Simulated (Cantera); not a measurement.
Charge: 1 mol Si3N4, 0.016 mol H2, held at 2127 °C.

These are equilibrium values from Cantera (NASA tables, ideal gas, pure condensed phases), not measurements of a reactor. Candidate condensed phases: Si, Si3N4; 18 gas species. Equilibrium is a limit: real reactors are often held back by kinetics, nucleation or transport.

Problem. What share of the Si ends up in condensed phases as a function of P (Pa), at 1, 10, 100, 1000, 10000, 100000, 1000000?

Solution. 
```tsv
P (Pa)	Si condensed (%)	as
1	0.0	-
10	0.0	-
100	0.0	-
1000	79.3	Si(l)
10000	98.2	Si(l)
100000	99.8	Si(l)
1000000	100.0	Si(l)
```
